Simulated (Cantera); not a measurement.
An adiabatic, constant-volume homogeneous reactor starts with CH₄ : CO : O₂ : N₂ = 1 : 0.46 : 1.11 : 10.3 (molar parts), at 1423 K and 7500 Torr. Integrator tolerance rtol = 1e-08.

Cantera simulation using GRI-Mech 3.0 (53 species, 325 reactions); the numbers are that mechanism's predictions, not measurements.

Task: What does this change do: initial temperature 1423 to 1475 K?

Result: 
| quantity | before | after |
|---|---|---|
| time of steepest temperature rise | 1.63 ms | 0.898 ms |
| temperature at 2.00 s | 2295 K | 2343 K |
| equilibrium temperature | 2295 K | 2343 K |
| x(CH₄) at 2.00 s | 1.14e-9 (gas-phase equilibrium 1.27e-9) | 8.67e-10 (gas-phase equilibrium 9.65e-10) |
| x(CO) at 2.00 s | 0.0900 (gas-phase equilibrium 0.0900) | 0.0902 (gas-phase equilibrium 0.0902) |
| x(O₂) at 2.00 s | 2.39e-7 (gas-phase equilibrium 2.39e-7) | 4.23e-7 (gas-phase equilibrium 4.23e-7) |
| x(H₂O₂) at 2.00 s | 6.42e-10 (gas-phase equilibrium 6.42e-10) | 9.60e-10 (gas-phase equilibrium 9.60e-10) |
| x(NO) at 2.00 s | 1.62e-5 (gas-phase equilibrium 1.62e-5) | 2.38e-5 (gas-phase equilibrium 2.38e-5) |
| x(HCN) at 2.00 s | 7.67e-7 (gas-phase equilibrium 7.67e-7) | 7.47e-7 (gas-phase equilibrium 7.47e-7) |

Task: What does this change do: initial temperature 1423 to 1725 K?

Result: 
| quantity | before | after |
|---|---|---|
| time of steepest temperature rise | 1.63 ms | 71.6 µs |
| temperature at 2.00 s | 2295 K | 2572 K |
| equilibrium temperature | 2295 K | 2572 K |
| x(CH₄) at 2.00 s | 1.14e-9 (gas-phase equilibrium 1.27e-9) | 2.72e-10 (gas-phase equilibrium 3.02e-10) |
| x(CO) at 2.00 s | 0.0900 (gas-phase equilibrium 0.0900) | 0.0912 (gas-phase equilibrium 0.0912) |
| x(O₂) at 2.00 s | 2.39e-7 (gas-phase equilibrium 2.39e-7) | 4.74e-6 (gas-phase equilibrium 4.74e-6) |
| x(H₂O₂) at 2.00 s | 6.42e-10 (gas-phase equilibrium 6.42e-10) | 5.21e-9 (gas-phase equilibrium 5.21e-9) |
| x(NO) at 2.00 s | 1.62e-5 (gas-phase equilibrium 1.62e-5) | 0.000121 (gas-phase equilibrium 0.000121) |
| x(HCN) at 2.00 s | 7.67e-7 (gas-phase equilibrium 7.67e-7) | 6.72e-7 (gas-phase equilibrium 6.72e-7) |
